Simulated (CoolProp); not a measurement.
Vapour-liquid equilibrium of R22 (1) + R142b (2) at 0.389 MPa; x and y are mole fractions of (1).

Model: multi-fluid Helmholtz-energy mixture model, Kamei 1995 and Lemmon 2006; pair parameters Bell 2016, in CoolProp.

```tsv
x	bubble temperature (K)	y at the bubble point	dew temperature at overall composition x (K)	liquid density (mol/L)
0.05	299.9	0.122	301.6	11.13
0.2	292.3	[?]	297.9	11.70
0.35	286.0	[?]	293.8	12.28
0.5	280.4	[?]	[?]	12.89
0.65	275.5	0.848	284.0	[?]
0.8	271.0	0.928	277.8	14.18
0.95	267.0	0.985	269.6	14.87
```

### Question
Fill in the missing entries.

### Answer

- 0.2, y at the bubble point: 0.401
- 0.35, y at the bubble point: 0.596
- 0.5, y at the bubble point: 0.740
- 0.5, dew temperature at overall composition x (K): 289.2
- 0.65, liquid density (mol/L): 13.52

No azeotrope shows between x = 0.05 and 0.95.

The pair parameters rest on a limited set of measurements; away from them the model extrapolates.
